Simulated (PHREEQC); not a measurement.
PHREEQC input (ion-association model, wateq4f.dat):

```
SOLUTION_SPECIES
  2 NO3- + 12 H+ + 10 e- = N2 + 6 H2O  # shut off: nitrate stays nitrate
    -log_k -100
    -delta_h 0
    -analytic -100
SOLUTION 1
  temp 20
  units mol/kgw
  pH 7 charge
  N(5) 0.09762
  Ag 0.005
  K 0.092
  Cu(2) 0.00031
SOLUTION 2
  temp 20
  units mol/kgw
  pH 7 charge
  Cl 0.0038
  Cd 0.0019
  S(6) 0.00053
  Na 0.00106
END
SELECTED_OUTPUT 1
  -reset false
  -pH true
  -pe true
  -ionic_strength true
  -water true
  -totals Ag Cd Cl Cu K N Na S Cu(1) Cu(2)
    N(5) N(3) N(0) N(-3) S(-2) S(6)
  -molalities H+ Ag+ Cd+2 Cl- Cu+2 K+ NO3- Na+ SO4-2 NH3
    NaSO4- KSO4- HSO4- H2S HS- S-2 O2 NH4+ NH4SO4- OH-
    CuCl2- CuCl3-2 Cu+ CuCl+ CuCl2 CuCl3- CuCl4-2 CuOH+ Cu(OH)2 Cu(OH)3-
    Cu(OH)4-2 Cu2(OH)2+2 CuSO4 Cu(HS)3- CdCl+ CdCl2 CdCl3- CdOH+ Cd(OH)2 Cd(OH)3-
    Cd(OH)4-2 Cd2OH+3 CdOHCl CdNO3+ CdSO4 CdHS+ Cd(HS)2 Cd(HS)3- Cd(HS)4-2 NO2-
    AgCl AgCl2- AgCl3-2 AgCl4-3 AgHS Ag(HS)2- AgOH Ag(OH)2- AgSO4- AgNO3
    Ag(NO2)2- Cd(SO4)2-2
  -equilibrium_phases Tenorite Brochantite Antlerite Atacamite Cu2(OH)3NO3 Cd(OH)2 CdOHCl Cerargyrite Ag2O Ag2SO4
    Halite Mirabilite Chalcanthite
PRINT
  -reset false
MIX 1
  1 1
  2 0
EQUILIBRIUM_PHASES 1
  Tenorite 0 0
  Brochantite 0 0
  Antlerite 0 0
  Atacamite 0 0
  Cu2(OH)3NO3 0 0
  Cd(OH)2 0 0
  CdOHCl 0 0
  Cerargyrite 0 0
  Ag2O 0 0
  Ag2SO4 0 0
  Halite 0 0
  Mirabilite 0 0
  Chalcanthite 0 0
  O2(g) -0.68 10
END
# ... the last block is repeated for the other 20 points of share of solution B
```

Selected output (columns that matter, 9 of 21 rows; share of solution B added in front):

```
share of solution B	pH	mu	Ag	Cd	Cl	Cu	K	N	Na	S	m_H+	m_Ag+	m_Cd+2	Cerargyrite
0	5.6857	0.097787	0.005	0	0	0.00031	0.092	0.09762	0	0	2.4921e-06	0.004859	0	0
0.1	5.7014	0.088322	0.0041203	0.00019	2.6981e-07	0.000279	0.0828	0.087858	0.000106	5.3e-05	2.3918e-06	0.0040119	0.000173	0.00037973
0.25	5.728	0.074126	0.0028003	0.000475	2.9098e-07	0.0002325	0.069	0.073215	0.000265	0.0001325	2.2301e-06	0.002735	0.00043576	0.00094971
0.4	5.76	0.059934	0.0014803	0.00076	3.4819e-07	0.000186	0.0552	0.058572	0.000424	0.000212	2.0505e-06	0.0014503	0.00070244	0.0015197
0.5	5.7857	0.050473	0.00060052	0.00095	5.2357e-07	0.000155	0.046	0.04881	0.00053	0.000265	1.9171e-06	0.00058951	0.0008823	0.0018995
0.6	5.8167	0.041265	8.5591e-07	0.00114	0.00028086	0.000124	0.0368	0.039048	0.000636	0.000318	1.7683e-06	6.1402e-07	0.001052	0.0019991
0.75	5.8803	0.028222	3.6693e-07	0.001425	0.0016004	7.75e-05	0.023	0.024405	0.000795	0.0003975	1.5013e-06	1.0373e-07	0.0012505	0.0012496
0.9	5.9986	0.015088	3.4516e-07	0.00171	0.0029203	3.1e-05	0.0092	0.009762	0.000954	0.000477	1.1142e-06	5.3767e-08	0.0014058	0.00049965
1	6.384	0.0062239	0	0.0019	0.0038	0	0	0	0.00106	0.00053	4.4503e-07	0	0.0014631	0
```
